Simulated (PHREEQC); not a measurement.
1 kg of water holding 0.25 mol/kgw Na2SO4, 0.018 mol/kgw KCl and 0.015 mol/kgw NaCl is evaporated at 30 °C; the solids stay in contact with the brine. The system is closed to CO2. The run lets Arcanite, Glaserite, Halite, Mirabilite, Misenite, Sylvite, Thenardite precipitate or redissolve, and no other solid.

The series has 18 steps of water left (kg), from 1 to 0.03423.

Model: Pitzer model, pitzer.dat, run in PHREEQC.

Which solids form, in which order, and at which step of the series does each first stand?

Mirabilite from water left = 0.06969 kg; Thenardite from water left = 0.03423 kg.
